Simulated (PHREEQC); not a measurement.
Make-up at 25 °C: 0.0014 mol MnSO4, 0.00038 mol MgSO4 and 0.0014 mol NaHCO3 per kg of water. Closed to the air; pH follows from the charge balance.

Model: ion-association model, phreeqc.dat, run in PHREEQC.

No solid was allowed to form.

Estimate the pH.

pH 7.44.

In which forms is Mg present?

Mg+2 84 %, MgSO4 15 %, MgHCO3+ 0.8 % of the Mg.

The solution is supersaturated, for example in Rhodochrosite, so a real one may precipitate; this is no full list. Species that the database lacks are ignored.
